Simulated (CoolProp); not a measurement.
Vapour-liquid equilibrium of n-hexane (1) + ethylbenzene (2) at 435.5 K; x and y are mole fractions of (1).

Computed with CoolProp (multi-fluid Helmholtz-energy mixture model, Thol 2019 and Zhou 2012; pair parameters Bell 2016).

```csv
x,"bubble pressure, mixture model (kPa)","bubble pressure, Raoult's law (kPa)","y, mixture model","y, Raoult's law"
0.05,240.2,232.7,0.215,0.205
0.125,(withheld),289.5,0.414,0.411
0.2,365.5,346.3,0.540,0.550
0.275,423.5,403.1,(withheld),0.649
0.35,(withheld),459.9,0.695,0.725
0.425,533.0,516.7,0.748,0.783
0.5,585.8,573.5,(withheld),0.830
0.575,638.1,630.3,0.831,0.869
0.65,(withheld),687.1,0.865,0.901
0.725,(withheld),743.8,0.896,0.928
0.8,(withheld),800.6,0.925,0.951
0.875,853.3,857.4,0.954,0.972
0.95,911.5,914.2,0.981,0.989
```

### Question
What belongs in the gaps?

### Answer

- 0.125, bubble pressure, mixture model (kPa): 304.7
- 0.275, y, mixture model: 0.628
- 0.35, bubble pressure, mixture model (kPa): 479.1
- 0.5, y, mixture model: 0.792
- 0.65, bubble pressure, mixture model (kPa): 690.4
- 0.725, bubble pressure, mixture model (kPa): 743.3
- 0.8, bubble pressure, mixture model (kPa): 797.4

The largest gap from Raoult's law is +5.5 % in bubble pressure, at x = 0.2. No azeotrope shows between x = 0.05 and 0.95.

Pair parameters are fitted to limited data, so mixtures are less certain than the pure fluids. The gap from Raoult's law changes sign with composition, which may be real or a fault of the pair parameters; it wasn't checked against measurements.
